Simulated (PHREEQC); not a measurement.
Solution (25 °C): 0.002 mol/kgw CuSO4 and 0.0044 mol/kgw Na2SO4. Closed to the air; pH follows from the charge balance.

The numbers come from PHREEQC with the ion-association model, wateq4f.dat.

Precipitation was switched off in this run.

**Question.** Order these Cu species by the share of Cu that they hold, largest first: Cu+2, Cu2(OH)2+2, CuSO4.

**Answer.** Cu+2 (71 %), CuSO4 (29 %), Cu2(OH)2+2 (0.21 %)

The pH is 5.30 and the ionic strength 0.0186 mol/kgw. Examples of supersaturated solids here: Brochantite, Antlerite. Others may be too. Complexes and solids missing from the database can't appear.
